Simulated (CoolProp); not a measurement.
A closed Brayton cycle with dry air: compressor inlet 316.15 K and 5.3 MPa, high pressure 14.1 MPa, turbine inlet 825 K, compressor efficiency 0.8, turbine efficiency 0.9, recuperator effectiveness 0.8 (on enthalpy, no pinch check). Each further row changes one setting.

Model: reference Helmholtz-energy equation of state, Lemmon 2000, in CoolProp. It is a pseudo-pure fit of the blend.

| case | thermal efficiency (%) | net work (kJ/kg) | compressor to turbine work | compressor exit (K) | turbine exit (K) |
|---|---|---|---|---|---|
| as stated | … | 58.9 | 0.69 | 444.3 | 655.0 |
| turbine inlet 775 K | 21.6 | 47.3 | 0.74 | 444.3 | … |
| compressor inlet 326.15 K | 23.1 | … | 0.71 | 458.1 | 655.0 |
| high pressure 12 MPa | 24.9 | … | 0.66 | … | 680.5 |
| recuperator effectiveness 0.5 | 19.2 | 58.9 | 0.69 | 444.3 | 655.0 |

Problem. Complete the blanks.

Solution. 
- as stated, thermal efficiency (%): 24.6
- turbine inlet 775 K, turbine exit (K): 613.7
- compressor inlet 326.15 K, net work (kJ/kg): 54.5
- high pressure 12 MPa, net work (kJ/kg): 55.2
- high pressure 12 MPa, compressor exit (K): 420.7
